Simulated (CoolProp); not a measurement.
CH2F2 (R32) along the isobar 7400 kPa: fugacity coefficient from the reference equation and from simpler models built on Tc = 351.3 K, pc = 5783 kPa, ω = 0.277; each cubic takes its own stable root.

Values from CoolProp's reference Helmholtz-energy equation of state, Tillner-Roth 1997.

```
T (K)          phase  reference
-----  -------------  ---------
153.2         liquid   8.059e-5
190.7         liquid   0.002522
228.3         liquid    0.02148
265.9         liquid    0.08824
303.5         liquid     0.2318
341.1         liquid     0.4508
378.6  supercritical     0.6552
416.2  supercritical     0.7561
```

Problem. How far does each simpler model (van der Waals, Soave-Redlich-Kwong, Peng-Robinson) lie from the reference over these 8 states: mean and median of the absolute difference, and the worst?

Solution. 
- van der Waals: mean 2200.6 %, median 120.8 %, worst +14976.3 % at 153.2 K and 7400 kPa
- Soave-Redlich-Kwong: mean 6.7 %, median 6.7 %, worst -11.2 % at 153.2 K and 7400 kPa
- Peng-Robinson: mean 2.4 %, median 2.0 %, worst +5.4 % at 303.5 K and 7400 kPa
